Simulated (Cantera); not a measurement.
A closed system holds: 1 mol C2H5OH, 3.2 mol H2O, 1.5 mol H2, held at 1650 K and 7.20 bar.

Cantera equilibrium calculation (NASA polynomials, part measured and part estimated; ideal gas, pure solids and liquids). Candidate condensed phases: C, C6H6, C7H8, C8H18, H2O; 110 gas species. The numbers say what is thermodynamically allowed, not how fast it happens.

Base state: H2 0.587, H2O 0.206, CO 0.186, CO2 0.0203, H 2.59e-5 (mole fractions); condensed: gas only.

What changes in the equilibrium state with this change: C2H5OH replaced by n-butane?


| species | before | after |
|---|---|---|
| H2 | 0.587 | 0.745 |
| CO | 0.186 | 0.249 |
| CH4 | 8.08e-6 | 0.00531 |
| H2O | 0.206 | 0.000858 |
| CO2 | 0.0203 | 8.91e-5 |
| C2H2 (acetylene) | <1e-9 | 3.40e-5 |
| C2H4 | <1e-9 | 1.33e-5 |
| H | 2.59e-5 | 2.92e-5 |
| C(graphite), mol | 0 | 0.743 |
